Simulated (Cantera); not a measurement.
Input: 1 mol SiH2Cl2, 350 mol H2, at 2227 °C and 67.0 mbar.

These are equilibrium values from Cantera (NASA tables, ideal gas, pure condensed phases), not measurements of a reactor. Candidate condensed phases: Si; 19 gas species. The tables' values for SiCl are old estimates; treat these amounts as uncertain. Gases not in the tables: Si2H6 and higher silanes. The numbers say what is thermodynamically allowed, not how fast it happens.

Base state: H2 0.900, H 0.0921, HCl 0.00502, Si 0.00249, Cl 0.000364, SiH 0.000161, SiH2 3.23e-5, SiCl 1.47e-5 (mole fractions); condensed: gas only.

**Question.** What changes in the equilibrium state with this change: pressure from 67.0 mbar to 0.380 bar?

**Answer.** 
| species | before | after |
|---|---|---|
| H2 | 0.900 | 0.952 |
| H | 0.0921 | 0.0398 |
| HCl | 0.00502 | 0.00535 |
| Si | 0.00249 | 0.00220 |
| SiH2 | 3.23e-5 | 0.000171 |
| Si2 | 2.33e-6 | 1.03e-5 |
